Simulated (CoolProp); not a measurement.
Vapour-liquid equilibrium of dimethyl ether (1) + n-butane (2) at 0.00619 MPa; x and y are mole fractions of (1).

Computed with CoolProp (multi-fluid Helmholtz-energy mixture model, Wu 2011 and Bücker 2006; pair parameters Bell 2016).

```json
[
 {"x": "0.05", "bubble temperature, mixture model (°C)": "-60.5", "bubble temperature, Raoult's law (°C)": "-58.4", "y, mixture model": "0.255", "y, Raoult's law": "0.145"},
 {"x": "0.125", "bubble temperature, mixture model (°C)": "-64.3", "bubble temperature, Raoult's law (°C)": "-60.5", "y, mixture model": "0.467", "y, Raoult's law": "0.317"},
 {"x": "0.2", "bubble temperature, mixture model (°C)": "-66.8", "bubble temperature, Raoult's law (°C)": "-62.4", "y, mixture model": "0.585", "y, Raoult's law": "0.450"},
 {"x": "0.275", "bubble temperature, mixture model (°C)": "-68.6", "bubble temperature, Raoult's law (°C)": "-64.1", "y, mixture model": "0.660", "y, Raoult's law": "0.556"},
 {"x": "0.35", "bubble temperature, mixture model (°C)": "-69.9", "bubble temperature, Raoult's law (°C)": "-65.6", "y, mixture model": "0.711", "y, Raoult's law": "0.642"},
 {"x": "0.425", "bubble temperature, mixture model (°C)": "-70.8", "bubble temperature, Raoult's law (°C)": "-66.9", "y, mixture model": "0.750", "y, Raoult's law": "0.713"},
 {"x": "0.5", "bubble temperature, mixture model (°C)": "-71.6", "bubble temperature, Raoult's law (°C)": "-68.2", "y, mixture model": "(withheld)", "y, Raoult's law": "0.772"},
 {"x": "0.575", "bubble temperature, mixture model (°C)": "-72.2", "bubble temperature, Raoult's law (°C)": "-69.3", "y, mixture model": "0.808", "y, Raoult's law": "0.821"},
 {"x": "0.65", "bubble temperature, mixture model (°C)": "-72.7", "bubble temperature, Raoult's law (°C)": "-70.3", "y, mixture model": "(withheld)", "y, Raoult's law": "0.864"},
 {"x": "0.725", "bubble temperature, mixture model (°C)": "-73.1", "bubble temperature, Raoult's law (°C)": "-71.3", "y, mixture model": "(withheld)", "y, Raoult's law": "0.901"},
 {"x": "0.8", "bubble temperature, mixture model (°C)": "-73.5", "bubble temperature, Raoult's law (°C)": "-72.2", "y, mixture model": "(withheld)", "y, Raoult's law": "0.933"},
 {"x": "0.875", "bubble temperature, mixture model (°C)": "-73.8", "bubble temperature, Raoult's law (°C)": "-73.0", "y, mixture model": "0.922", "y, Raoult's law": "0.960"},
 {"x": "0.95", "bubble temperature, mixture model (°C)": "-74.2", "bubble temperature, Raoult's law (°C)": "-73.8", "y, mixture model": "(withheld)", "y, Raoult's law": "0.985"}
]
```

### Question
Some entries are withheld; supply them.

### Answer

- 0.5, y, mixture model: 0.781
- 0.65, y, mixture model: 0.833
- 0.725, y, mixture model: 0.859
- 0.8, y, mixture model: 0.888
- 0.95, y, mixture model: 0.964

The largest gap from Raoult's law is -4.5 K in bubble temperature, at x = 0.275. No azeotrope shows between x = 0.05 and 0.95.

Pair parameters are fitted to limited data, so mixtures are less certain than the pure fluids.
